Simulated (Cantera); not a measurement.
**Thermodynamics of silicon oxide and oxynitride deposition, feed SiCl4 + O3**

A closed system holds: 1 mol SiCl4, 0.91 mol O3, equilibrated at 0.133 bar.

These are equilibrium values from Cantera (NASA tables, ideal gas, pure condensed phases), not measurements of a reactor. Candidate condensed phases: Si, SiO2; 15 gas species. Kinetics and transport are ignored.

From 327 °C to 527 °C the condensed part is SiO2(α-quartz). From 577 °C to 677 °C the condensed part is SiO2(β-quartz).

```csv
T (°C),x Cl2,x O2,x Cl,x ClO,n SiO2(α-quartz),n SiO2(β-quartz)
327,0.846,0.154,4.92e-8,2.54e-9,1.00,0
377,0.846,0.154,3.27e-7,1.21e-8,1.00,0
427,0.846,0.154,1.66e-6,4.64e-8,1.00,0
477,0.846,0.154,6.83e-6,1.48e-7,1.00,0
527,0.846,0.154,2.36e-5,4.11e-7,1.00,0
577,0.846,0.154,7.03e-5,1.01e-6,0,1.00
627,0.845,0.154,0.000186,2.24e-6,0,1.00
677,0.845,0.154,0.000445,4.58e-6,0,1.00
```
x: gas mole fraction; n: condensed amount in mol.
